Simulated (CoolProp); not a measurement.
R125 along the isotherm 231.9 K: density (kg/m³) from the reference equation and from simpler models built on Tc = 339.2 K, pc = 36.18 bar, ω = 0.305; each cubic takes its own stable root.

The numbers come from the reference Helmholtz-energy equation of state, Lemmon 2005 in CoolProp.

```tsv
p (bar)	phase	reference	van der Waals	Redlich-Kwong	Soave-Redlich-Kwong	Peng-Robinson
1.81	liquid	1489	11.70	11.87	1358	1537
3.62	liquid	1489	24.43	1297	1359	1538
5.43	liquid	1490	38.50	1298	1360	1538
7.24	liquid	1491	892.1	1300	1361	1539
9.05	liquid	1491	894.0	1301	1362	1540
10.9	liquid	1492	895.8	1303	1363	1541
12.7	liquid	1493	897.6	1304	1364	1542
14.5	liquid	1493	899.3	1305	___	1543
16.3	liquid	1494	901.0	___	1366	1544
18.1	liquid	1495	___	1308	1367	1545
```

Task: Complete the blanks.

Result: 
- 14.5, Soave-Redlich-Kwong: 1365
- 16.3, Redlich-Kwong: 1307
- 18.1, van der Waals: 902.7

At some of these states van der Waals, Redlich-Kwong gives the other phase, because its saturation line lies elsewhere.
